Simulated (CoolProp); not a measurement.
Vapour-liquid equilibrium of o-xylene (1) + n-decane (2) at 357 K; x and y are mole fractions of (1).

Computed with CoolProp (multi-fluid Helmholtz-energy mixture model, Zhou 2012 and Lemmon 2006; pair parameters Bell 2016).

### Question
Give the bubble pressure and the first vapour's composition at x = 0.35, 0.65, 0.875. Is there an azeotrope?

### Answer
x = 0.35: 0.008341 MPa, y = 0.621; x = 0.65: 0.01130 MPa, y = 0.848; x = 0.875: 0.01350 MPa, y = 0.954. No azeotrope shows between x = 0.05 and 0.95.

The pair parameters rest on a limited set of measurements; away from them the model extrapolates.
